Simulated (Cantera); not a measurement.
Cantera run:

```python
import numpy as np
import cantera as ct

gas_names = """
    H HO2 H2 H2O H2O2 Nb NbO NbO2 O OH O2 O3
""".split()
cond_names = """
    H2O(s) H2O(L) Nb(cr) Nb(L) NbO(s) NbO(L) NbO2(I) NbO2(II) NbO2(III) NbO2(L) Nb2O5(s) Nb2O5(L)
""".split()


# ... load() reads the species with a 1 bar reference pressure and builds the phases ...
atoms = {
    'Nb': {'Nb': 1},
    'H2O': {'H': 2, 'O': 1},
}
top_T = {}  # K; cautious upper limits of use, not melting points


# ... equilibrate(T, P, feed) seeds the gas with the atoms and calls Mixture.equilibrate('TP', solver="vcs", rtol=1e-11, max_steps=5000) ...
results = []
feed = {'Nb': 1, 'H2O': 0.076}  # mol
P = 70000  # Pa
for T in [1973, 2023, 2073, 2123, 2173, 2223, 2273, 2323, 2373]:
    mix = equilibrate(T, P, feed)
    results.append((T, P, feed, dict(zip(mix.species_names, mix.species_moles))))

top = {s: max(r[3][s] / sum(r[3][g] for g in gas_names) for r in results) for s in gas_names}
cols = sorted((s for s in top if top[s] > 1e-05), key=lambda s: -top[s])[:6]
seen = [c for c in cond_names if any(r[3].get(c, 0) > 1e-12 for r in results)]
print("log10 of partial pressures in bar; condensed amounts in mol")
print(f"{'T/K':>10s}" + "".join(f"{s[:9]:>10s}" for s in cols + seen))
for T, P, feed, n in results:
    ng = sum(n[g] for g in gas_names)
    print(f"{T:10.4g}" + "".join(f"{np.log10(max(n[s] / ng * P / 1e5, 1e-99)):10.3f}" for s in cols)
          + "".join(f"{n.get(c, 0):10.4g}" for c in seen))
```

Result:

```
log10 of partial pressures in bar; condensed amounts in mol
       T/K        H2         H       H2O      NbO2       NbO        OH    Nb(cr)    NbO(s)    NbO(L)
      1973    -0.156    -2.948    -3.035    -6.498    -7.015    -6.849    0.9241    0.0759         0
      2023    -0.157    -2.800    -2.932    -6.103    -6.629    -6.557    0.9241   0.07587         0
      2073    -0.157    -2.659    -2.835    -5.729    -6.262    -6.280    0.9242   0.07584         0
      2123    -0.158    -2.524    -2.743    -5.373    -5.913    -6.017    0.9242    0.0758         0
      2173    -0.159    -2.396    -2.655    -5.034    -5.581    -5.766    0.9242   0.07576         0
      2223    -0.160    -2.273    -2.584    -4.735    -5.276    -5.538    0.9243         0   0.07571
      2273    -0.161    -2.156    -2.549    -4.516    -5.019    -5.353    0.9243         0   0.07568
      2323    -0.163    -2.044    -2.516    -4.307    -4.772    -5.177    0.9243         0   0.07565
      2373    -0.164    -1.937    -2.485    -4.107    -4.537    -5.009    0.9244         0   0.07562
```

Cantera equilibrium calculation (NASA polynomials, part measured and part estimated; ideal gas, pure solids and liquids). Mutual solubility and eutectic melting of coexisting phases are not modelled. NbO: taken at fixed stoichiometry. Condensed phases not in the tables: N, O or C dissolved in the metal.
